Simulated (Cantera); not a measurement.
A closed system holds: 1 mol B2O3, 6.3 mol N2, 1 mol H2, equilibrated at 10.0 Torr.

These are equilibrium values from Cantera (NASA tables, ideal gas, pure condensed phases), not measurements of a reactor. Candidate condensed phases: B, BN, B2O3, B3O3H3, H2O; 39 gas species. N2 is the only nitrogen source here; it is nearly inert below about 1500 K, so the nitride shown seldom forms there in practice. Rates play no part. All values below are at 500 °C.

Base state: N2 0.863, H2 0.137, H2O 0.000312 (mole fractions); condensed: BN(s) + B2O3(l).

Question: What changes in the equilibrium state with this change: B2O3 replaced by borazine?

Answer: 
```
species         before  after
------------  --------  -----
N2               0.863  0.612
H2               0.137  0.388
H2O           0.000312      0
BN(s), mol     0.00152   3.00
B2O3(l), mol     0.999      0
```
The feed counts by its element totals alone.
